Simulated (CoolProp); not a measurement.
Properties of hydrogen sulfide at several states (Tc = 373.1 K, pc = 8999 kPa, ω = 0.101).

Model: reference Helmholtz-energy equation of state, Lemmon 2006, in CoolProp. It is a short technical equation, of lower accuracy than the large ones.

```csv
T (K),p (kPa),phase,isothermal compressibility (1/MPa),viscosity (µPa s),fugacity coefficient
268.1,16,gas,62.61,…,0.9983
730.6,19.4,gas,51.55,…,1.0000
532.8,72.1,gas,13.88,…,0.9992
447.6,179,gas,5.607,18.3,0.9964
```

### Question
What belongs in the gaps?

### Answer

- 268.1, viscosity (µPa s): 10.8
- 730.6, viscosity (µPa s): 28.4
- 532.8, viscosity (µPa s): 21.5

Viscosity comes from a separate model (Quiñones-Cisneros 2012).
